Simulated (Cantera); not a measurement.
A Cantera script and its output.

```python
import numpy as np
import cantera as ct

gas = ct.Solution("h2o2.yaml")
gas.TPX = 600, 14000, {'H2': 1, 'O2': 0.357, 'N2': 1.18}
flame = ct.FreeFlame(gas, width=0.16)
flame.set_refine_criteria(ratio=3, slope=0.08, curve=0.16)
flame.transport_model = "mixture-averaged"
flame.solve(loglevel=0, auto=True)
z, T = flame.grid, flame.T
thick = (T[-1] - T[0]) / np.gradient(T, z).max()
show = ['H2', 'O2', 'HO2', 'H', 'O', 'H2O2']
print(f"laminar burning velocity  {flame.velocity[0] * 100:.3f} cm/s")
print(f"burnt temperature         {T[-1]:.1f} K")
print(f"thermal thickness         {thick * 1e3:.4f} mm")
print(f"grid points               {len(z)}")
z0 = z[flame.heat_release_rate.argmax()]
print(f"{'z/mm':>9s}{'T/K':>9s}{'u/(m/s)':>9s}" + "".join(f"{s:>11s}" for s in show))
rows = []
for k in (-3, -2, -1.5, -1, -0.5, -0.25, 0, 0.25, 0.5, 1, 2, 4, 8):
    zz = z0 + k * thick
    rows.append([k * thick, np.interp(zz, z, T), np.interp(zz, z, flame.velocity),
                 *(np.interp(zz, z, flame.X[gas.species_index(s)]) for s in show)])
    print(f"{rows[-1][0] * 1e3:9.3f}{rows[-1][1]:9.1f}{rows[-1][2]:9.3f}" + "".join(f"{x:11.3e}" for x in rows[-1][3:]))
```

Result:

```
laminar burning velocity  732.491 cm/s
burnt temperature         2476.0 K
thermal thickness         5.6161 mm
grid points               148
     z/mm      T/K  u/(m/s)         H2         O2        HO2          H          O       H2O2
  -16.848    600.0    7.325  3.942e-01  1.407e-01  3.573e-13  2.165e-15  3.392e-17  6.923e-15
  -11.232    600.0    7.325  3.942e-01  1.407e-01  5.663e-11  9.457e-12  1.186e-13  7.440e-15
   -8.424    600.0    7.325  3.942e-01  1.407e-01  2.382e-09  7.412e-10  7.604e-12  3.771e-14
   -5.616    600.0    7.325  3.942e-01  1.407e-01  3.685e-07  2.455e-07  1.881e-09  4.438e-11
   -2.808    607.3    7.407  3.929e-01  1.406e-01  5.126e-05  4.114e-04  8.008e-06  3.732e-07
   -1.404    725.1    8.759  3.700e-01  1.371e-01  3.561e-05  1.128e-02  2.682e-04  5.851e-07
    0.000   1127.1   13.230  2.096e-01  8.266e-02  1.419e-05  9.158e-02  7.639e-03  5.609e-07
    1.404   1401.1   16.242  9.928e-02  1.964e-02  3.223e-06  1.332e-01  1.131e-02  5.941e-07
    2.808   1512.1   17.401  9.597e-02  1.371e-02  2.000e-06  1.252e-01  1.107e-02  4.924e-07
    5.616   1643.8   18.738  1.025e-01  1.190e-02  1.498e-06  1.093e-01  1.053e-02  3.273e-07
   11.232   1797.5   20.254  1.092e-01  9.905e-03  1.084e-06  9.135e-02  9.310e-03  1.793e-07
   22.464   1961.3   21.816  1.148e-01  7.695e-03  7.640e-07  7.311e-02  7.516e-03  9.279e-08
   44.929   2124.4   23.319  1.188e-01  5.489e-03  5.509e-07  5.590e-02  5.448e-03  5.097e-08
```

Computed with Cantera and the H2/O2 subset of GRI-Mech 3.0, which has no nitrogen chemistry. Burning velocities carry a grid error of a few per cent, more on coarse grids.
